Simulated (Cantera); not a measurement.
An adiabatic, constant-pressure homogeneous reactor starts with CH3OH : O2 : N2 = 1 : 3 : 11.3 (molar parts), at 1650 K and 1.00 bar. Integrator tolerance rtol = 1e-08.

Cantera simulation using GRI-Mech 3.0 (53 species, 325 reactions); the numbers are that mechanism's predictions, not measurements. GRI-Mech 3.0 was tuned for natural gas; its chemistry of methanol as a main component is partial and can be far from experiment.

```
quantity                                                            before                                    after
---------------------------------  ---------------------------------------  ---------------------------------------
time of steepest temperature rise                                  91.7 µs                                  12.8 µs
temperature at 0.400 s                                              2523 K                                   2594 K
equilibrium temperature                                             2523 K                                   2594 K
x(CH3OH) at 0.400 s                  <1e-12 (gas-phase equilibrium <1e-12)    <1e-12 (gas-phase equilibrium <1e-12)
x(O2) at 0.400 s                     0.0864 (gas-phase equilibrium 0.0864)    0.0854 (gas-phase equilibrium 0.0854)
x(NO) at 0.400 s                     0.0145 (gas-phase equilibrium 0.0145)    0.0163 (gas-phase equilibrium 0.0163)
x(N2O) at 0.400 s                  7.59e-7 (gas-phase equilibrium 7.59e-7)  2.59e-6 (gas-phase equilibrium 2.59e-6)
x(OH) at 0.400 s                     0.0134 (gas-phase equilibrium 0.0134)  0.00964 (gas-phase equilibrium 0.00964)
```

### Question
Which change was made?
A) pressure from 1.00 bar to 4.40 bar
B) pressure from 1.00 bar to 9.20 bar
C) N2 11.3 to 8.3 parts
D) N2 11.3 to 24 parts

### Answer
B, pressure from 1.00 bar to 9.20 bar
